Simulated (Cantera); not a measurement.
Charge: 1 mol SiH2Cl2, 0.25 mol N2O, 50 mol H2, 4.4 mol O3, at 702 °C and 24000 Pa.

These are equilibrium values from Cantera (NASA tables, ideal gas, pure condensed phases), not measurements of a reactor. Candidate condensed phases: H2O, NH4Cl, Si, SiO2, Si2N2O, Si3N4; 47 gas species. The numbers say what is thermodynamically allowed, not how fast it happens.

**Question.** What is the equilibrium state?

**Answer.** 
```json
{
  "x(H2)": "0.738",
  "x(H2O)": "0.219",
  "x(HCl)": "0.0383",
  "x(N2)": "0.00478",
  "x(NH3)": "7.26e-6",
  "n(SiO2(β-quartz))": "1.00 mol",
  "gas_amount": "52.25 mol",
  "log10 activity of Si(s) (absent)": "-17.52"
}
```
